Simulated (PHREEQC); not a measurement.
# Leach liquor: an equilibrium model

Solution (27 °C): 0.031 mol H2SO4, 0.00012 mol ZnSO4 and 0.00078 mol MgSO4 per kg of water. Closed to the air; pH follows from the charge balance.

All values are PHREEQC results (ion-association model, wateq4f.dat), not measurements.

* **pH**: 1.46
* **ionic strength**: 0.0535 mol/kgw
* **total alkalinity**: -62.0 meq/kg

| species | molality | activity | log γ |
|---|---|---|---|
| H+ | 0.0411 | 0.0349 | -0.070 |
| HSO4- | 0.0209 | 0.0171 | -0.088 |
| SO4-2 | 0.0106 | 0.00481 | -0.345 |
| Mg+2 | 0.000501 | 0.000238 | -0.323 |
| MgSO4 | 0.000279 | 0.000283 | 0.005 |
| Zn+2 | 7.59e-5 | 3.59e-5 | -0.325 |

Precipitation was switched off in this run.
